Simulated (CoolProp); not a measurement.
A simple Rankine cycle with the fluoroketone C6F12O (FK-5-1-12): condensing at 320.15 K, boiler at 0.792 MPa, turbine inlet 499 K, turbine efficiency 0.8, pump efficiency 0.7, no recuperator. Each further row changes one setting.

The numbers come from the reference Helmholtz-energy equation of state, McLinden 2015 in CoolProp.

```csv
case,thermal efficiency (%),net work (kJ/kg),heat in (kJ/kg),turbine exit temperature (K),volume ratio over the turbine
as stated,7.8,(withheld),258,475.1,8.73
condensing temperature 312.15 K,8.6,22.9,(withheld),(withheld),11.6
boiler pressure 0.554 MPa,6.6,17.1,260,479.7,(withheld)
turbine efficiency 0.7,6.8,17.5,258,(withheld),8.78
```

Complete the blanks.


- as stated, net work (kJ/kg): 20.1
- condensing temperature 312.15 K, heat in (kJ/kg): 267
- condensing temperature 312.15 K, turbine exit temperature (K): 472.2
- boiler pressure 0.554 MPa, volume ratio over the turbine: 5.97
- turbine efficiency 0.7, turbine exit temperature (K): 477.6
